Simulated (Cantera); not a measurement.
**Silicon epitaxy and polysilicon growth: SiH₂Cl₂ + N₂**

Charge: 1 mol SiH₂Cl₂, a varied amount of N₂, at 1448.15 K and 1.00 bar.

Method: chemical equilibrium by Gibbs-energy minimisation in Cantera with the NASA 1993 tables (ideal gas, pure condensed phases). Candidate condensed phases: NH₄Cl, Si, Si₃N₄; 28 gas species. N₂ is the only nitrogen source here; it is nearly inert below about 1500 K, so the nitride shown seldom forms there in practice. The tables' values for SiCl₃ are old estimates; treat these amounts as uncertain. The numbers say what is thermodynamically allowed, not how fast it happens.

| n(N₂) (mol) | x N₂ | x HCl | x H₂ | x SiCl₄ | n Si₃N₄(s) |
|---|---|---|---|---|---|
| 6.2 | 0.759 | 0.159 | 0.0539 | 0.0240 | 0.262 |
| 7.3 | 0.789 | 0.141 | 0.0456 | 0.0203 | 0.264 |
| 8.6 | 0.816 | 0.125 | 0.0385 | 0.0170 | 0.266 |
| 10 | 0.839 | 0.111 | 0.0328 | 0.0144 | 0.268 |
| 12 | 0.862 | 0.0962 | 0.0270 | 0.0118 | 0.270 |
| 14 | 0.880 | 0.0850 | 0.0228 | 0.00992 | 0.271 |
| 17 | 0.899 | 0.0724 | 0.0184 | 0.00793 | 0.273 |
| 20 | 0.913 | 0.0632 | 0.0153 | 0.00656 | 0.275 |
| 23 | 0.924 | 0.0561 | 0.0131 | 0.00556 | 0.276 |
| 27 | 0.934 | 0.0489 | 0.0109 | 0.00459 | 0.278 |
| 32 | 0.944 | 0.0421 | 0.00892 | 0.00373 | 0.279 |
x: gas mole fraction; n: condensed amount in mol.

From 6.2 mol N₂ to 32 mol N₂ the condensed part is Si₃N₄(s). The main Si-bearing gas is SiCl₄ throughout. The share of Si in condensed phases is highest at 32 mol N₂ (83.8 %) and lowest at 6.2 mol N₂ (78.7 %).
